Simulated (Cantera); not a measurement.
An isothermal, constant-pressure homogeneous reactor starts with 1.41 % C2H6, 98.6 % N2, at 1725 K and 13300 Pa.

Model: GRI-Mech 3.0 (53 species, 325 reactions), integrated in Cantera. GRI-Mech 3.0 stops at C3 and has no aromatics, soot or wall deposition, so with more carbon than oxygen in the feed, carbon stays in small species such as C2H2 where larger ones or solid carbon would form.

x: mole fraction; the columns are a selection and need not sum to one.

| t (s) | x C2H6 | x C2H4 | x CH3 | x CH2 | x C2H2 |
|---|---|---|---|---|---|
| 0.000100 | 0.00644 | 0.00357 | 0.00602 | 2.95e-5 | 0.000280 |
| 0.000228 | (withheld) | (withheld) | (withheld) | (withheld) | (withheld) |
| 0.000518 | 8.02e-5 | 0.00363 | 0.00137 | 1.50e-5 | 0.00806 |
| 0.00118 | 1.23e-5 | 0.00126 | 0.000566 | 4.81e-6 | 0.0110 |
| 0.00268 | 4.03e-6 | 0.000328 | 0.000302 | 1.78e-6 | 0.0122 |
| 0.00611 | 1.59e-6 | 7.51e-5 | 0.000179 | 7.40e-7 | 0.0126 |
| 0.0139 | 7.21e-7 | 2.72e-5 | 0.000116 | 3.57e-7 | 0.0127 |
| 0.0316 | 4.12e-7 | 1.58e-5 | 8.67e-5 | 2.31e-7 | 0.0129 |
| 0.0720 | 2.54e-7 | 1.03e-5 | 6.82e-5 | 1.83e-7 | 0.0131 |
| 0.164 | (withheld) | (withheld) | (withheld) | (withheld) | 0.0133 |
| 0.373 | 3.73e-8 | 3.09e-6 | 2.65e-5 | 7.96e-8 | 0.0135 |
| 0.848 | 8.56e-9 | 2.23e-6 | 1.28e-5 | 4.00e-8 | 0.0136 |
| 1.93 | 1.66e-9 | 2.03e-6 | 5.64e-6 | 1.81e-8 | 0.0137 |
| 4.39 | 3.06e-10 | 2.00e-6 | 2.41e-6 | 7.81e-9 | 0.0137 |
| 10.0 | 5.82e-11 | 2.00e-6 | 1.03e-6 | 3.34e-9 | 0.0137 |

Complete the blanks.


- 0.000228, x C2H6: 0.00131
- 0.000228, x C2H4: 0.00635
- 0.000228, x CH3: 0.00417
- 0.000228, x CH2: 3.32e-5
- 0.000228, x C2H2: 0.00291
- 0.164, x C2H6: 1.19e-7
- 0.164, x C2H4: 5.70e-6
- 0.164, x CH3: 4.69e-5
- 0.164, x CH2: 1.33e-7
